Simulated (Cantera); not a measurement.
An isothermal, constant-pressure homogeneous reactor starts with NH₃ : N₂ = 1 : 200 (molar parts), at 2200 K and 750 Torr.

Cantera simulation using the gas-phase N/H chemistry of the illustrative SiF4/NH3 mechanism in the Surface Chemkin manual (1991); the numbers are that mechanism's predictions, not measurements. Walls and surfaces, which speed up NH3 decomposition in real reactors, are not modelled.

x: mole fraction; the columns are a selection and need not sum to one.

```tsv
t (s)	x NH₃	x N₂	x N	x N₂H₄	x H	x NH	x NH₂
0.000100	0.00490	0.995	3.34e-8	5.14e-10	[?]	1.14e-6	6.95e-5
0.000378	0.00468	0.995	3.03e-7	3.15e-9	[?]	5.21e-6	0.000172
0.00143	0.00388	0.994	1.30e-6	1.54e-9	[?]	7.63e-6	0.000120
0.00541	0.00193	0.993	2.55e-6	2.98e-10	[?]	6.86e-6	5.29e-5
0.0205	0.000168	0.993	2.14e-6	6.16e-12	[?]	2.53e-6	7.61e-6
0.0775	5.66e-7	0.992	3.19e-7	<1e-12	[?]	1.08e-7	8.70e-8
0.293	3.01e-8	0.992	4.12e-8	<1e-12	0.000480	1.04e-8	6.23e-9
1.11	1.01e-8	0.992	1.38e-8	<1e-12	0.000481	3.48e-9	2.09e-9
4.19	9.01e-9	0.992	1.24e-8	<1e-12	0.000481	3.11e-9	1.87e-9
15.9	9.01e-9	0.992	1.24e-8	<1e-12	0.000481	3.11e-9	1.87e-9
60.0	9.01e-9	0.992	1.24e-8	<1e-12	0.000481	3.11e-9	1.87e-9
```

Fill in the missing entries.


- 0.000100, x H: 2.65e-6
- 0.000378, x H: 7.98e-6
- 0.00143, x H: 1.97e-5
- 0.00541, x H: 4.29e-5
- 0.0205, x H: 0.000107
- 0.0775, x H: 0.000361
